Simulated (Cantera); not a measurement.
Cantera run, input and output.

```python
import numpy as np
import cantera as ct

gas = ct.Solution("gri30.yaml")
gas.TPX = 625, 54000, {'CH4': 1, 'O2': 1.54, 'N2': 5.78}
flame = ct.FreeFlame(gas, width=0.062)
flame.set_refine_criteria(ratio=3, slope=0.08, curve=0.16)
flame.transport_model = "mixture-averaged"
flame.solve(loglevel=0, auto=True)
z, T = flame.grid, flame.T
thick = (T[-1] - T[0]) / np.gradient(T, z).max()
show = ['CH4', 'O2', 'C2H2', 'CH2O', 'NO', 'O']
print(f"laminar burning velocity  {flame.velocity[0] * 100:.3f} cm/s")
print(f"burnt temperature         {T[-1]:.1f} K")
print(f"thermal thickness         {thick * 1e3:.4f} mm")
print(f"grid points               {len(z)}")
z0 = z[flame.heat_release_rate.argmax()]
print(f"{'z/mm':>9s}{'T/K':>9s}{'u/(m/s)':>9s}" + "".join(f"{s:>11s}" for s in show))
rows = []
for k in (-3, -2, -1.5, -1, -0.5, -0.25, 0, 0.25, 0.5, 1, 2, 4, 8):
    zz = z0 + k * thick
    rows.append([k * thick, np.interp(zz, z, T), np.interp(zz, z, flame.velocity),
                 *(np.interp(zz, z, flame.X[gas.species_index(s)]) for s in show)])
    print(f"{rows[-1][0] * 1e3:9.3f}{rows[-1][1]:9.1f}{rows[-1][2]:9.3f}" + "".join(f"{x:11.3e}" for x in rows[-1][3:]))
```

It prints:

```
laminar burning velocity  129.938 cm/s
burnt temperature         2273.5 K
thermal thickness         0.6081 mm
grid points               146
     z/mm      T/K  u/(m/s)        CH4         O2       C2H2       CH2O         NO          O
   -1.824    625.3    1.303  1.199e-01  1.847e-01  1.158e-08  1.852e-07  8.522e-10  8.060e-12
   -1.216    627.9    1.313  1.191e-01  1.838e-01  1.870e-07  2.902e-06  1.078e-08  8.197e-10
   -0.912    638.2    1.342  1.176e-01  1.823e-01  1.180e-06  1.682e-05  5.663e-08  1.425e-08
   -0.608    716.6    1.524  1.106e-01  1.755e-01  1.506e-05  1.553e-04  5.551e-07  4.732e-07
   -0.304   1139.8    2.479  7.613e-02  1.379e-01  1.793e-04  9.120e-04  4.889e-06  2.247e-05
   -0.152   1535.0    3.390  4.114e-02  9.411e-02  5.043e-04  1.200e-03  1.119e-05  1.391e-04
    0.000   1885.7    4.216  1.129e-02  4.681e-02  8.969e-04  7.039e-04  2.275e-05  5.343e-04
    0.152   2054.4    4.607  1.429e-03  1.862e-02  4.386e-04  1.922e-04  4.039e-05  1.084e-03
    0.304   2101.0    4.704  1.146e-04  7.747e-03  7.624e-05  2.566e-05  5.724e-05  1.402e-03
    0.608   2122.0    4.733  7.222e-07  3.016e-03  1.264e-06  2.320e-07  7.435e-05  1.427e-03
    1.216   2140.2    4.761  2.453e-10  2.141e-03  1.369e-09  5.892e-10  8.335e-05  1.239e-03
    2.432   2164.3    4.806  3.539e-14  1.698e-03  2.386e-13  4.846e-10  8.848e-05  9.806e-04
    4.865   2195.5    4.865  1.146e-14  1.178e-03  5.983e-18  5.018e-10  9.503e-05  6.681e-04
```

Detailed kinetics in Cantera: GRI-Mech 3.0 (53 species, 325 reactions). Burning velocities carry a grid error of a few per cent, more on coarse grids.
